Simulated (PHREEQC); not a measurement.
A solution holds 0.0445 mol/kgw HNO3, 0.0021 mol/kgw KNO3 and 4.8e-06 mol/kgw CO2, at 75 °C. Closed to the air; pH follows from the charge balance.

The numbers come from PHREEQC with the ion-association model, phreeqc.dat.

No solid was allowed to form.

**Question.** What pH, specific conductance does the model give?

**Answer.** pH 1.43; specific conductance 38700 µS/cm.

Away from 25 °C the constants follow the database's enthalpies or fits; those with neither stay at their 25 °C values.
